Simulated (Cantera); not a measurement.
Cantera run:

```python
import numpy as np
import cantera as ct

gas_names = """
    S2 N2 N
""".split()
cond_names = """
    S(cr1) S(cr2) S(L)
""".split()


# ... load() reads the species with a 1 bar reference pressure and builds the phases ...
species = {s.name: s for s in load("nasa_gas.yaml", gas_names) + load("nasa_condensed.yaml", cond_names)}
# Each term lists the table entries of one substance; the one whose range holds T is used.
reactions = {
    '2 S = S2(g)':
        [(-2, ['S(cr1)', 'S(cr2)', 'S(L)']), (1, ['S2'])],
    'N2(g) = 2 N(g)':
        [(-1, ['N2']), (2, ['N'])],
}


def pick(names, T):
    return next(species[n] for n in names if species[n].thermo.min_temp <= T <= species[n].thermo.max_temp)


results = []
for label, terms in reactions.items():
    print(label)
    print("     T/K   dH/kJ  dS/(J/K)   dG/kJ   log10 K")
    for T in [373, 423, 473, 523, 573, 623, 673]:
        used = [(nu, pick(names, T)) for nu, names in terms]
        dH = sum(nu * s.thermo.h(T) for nu, s in used) / 1e6
        dS = sum(nu * s.thermo.s(T) for nu, s in used) / 1e3
        dG = dH - T * dS / 1e3
        logK = -dG * 1e6 / (ct.gas_constant * T * np.log(10))
        results.append((label, T, dH, dS, dG, logK, [s.name for _, s in used]))
        print(f"{T:8g} {dH:8.1f} {dS:8.1f} {dG:8.1f} {logK:8.2f}")
```

Output:

```
2 S = S2(g)
     T/K   dH/kJ  dS/(J/K)   dG/kJ   log10 K
     373    126.5    158.9     67.3    -9.42
     423    121.6    146.3     59.7    -7.38
     473    119.4    141.3     52.5    -5.80
     523    117.1    136.6     45.6    -4.55
     573    114.9    132.7     38.9    -3.54
     623    113.1    129.7     32.3    -2.71
     673    111.7    127.4     25.9    -2.01
N2(g) = 2 N(g)
     T/K   dH/kJ  dS/(J/K)   dG/kJ   log10 K
     373    946.3    117.8    902.4  -126.36
     423    946.9    119.3    896.4  -110.69
     473    947.5    120.7    890.4   -98.33
     523    948.1    121.9    884.4   -88.32
     573    948.7    123.0    878.2   -80.06
     623    949.3    123.9    872.1   -73.12
     673    949.8    124.8    865.8   -67.20
```

Source: NASA polynomial tables (part measured, part estimated), evaluated in Cantera. Condensed species are held in their standard states even where they would react or evaporate.
